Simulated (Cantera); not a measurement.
A closed system holds: 1 mol AlN, 12 mol HCl, 48 mol H₂, at 1650 °C and 10000 Pa.

These are equilibrium values from Cantera (NASA tables, ideal gas, pure condensed phases), not measurements of a reactor. Candidate condensed phases: Al, AlCl₃, AlN, NH₄Cl; 20 gas species. The tables' values for AlCl₂ are old estimates; treat these amounts as uncertain. Rates play no part.

Base state: H₂ 0.801, HCl 0.171, AlCl 0.0101, N₂ 0.00822, AlCl₂ 0.00353, AlCl₃ 0.00284, H 0.00267, Cl 0.000429 (mole fractions); condensed: gas only.

Problem. What changes in the equilibrium state with this change: HCl from 12 to 3.3 mol?

Solution. 
```csv
species,before,after
H₂,0.801,0.926
HCl,0.171,0.0420
AlCl,0.0101,0.0174
AlCl₃,0.00284,0.000256
Al,2.52e-6,1.91e-5
Cl,0.000429,9.78e-5
AlCl₂,0.00353,0.00140
```
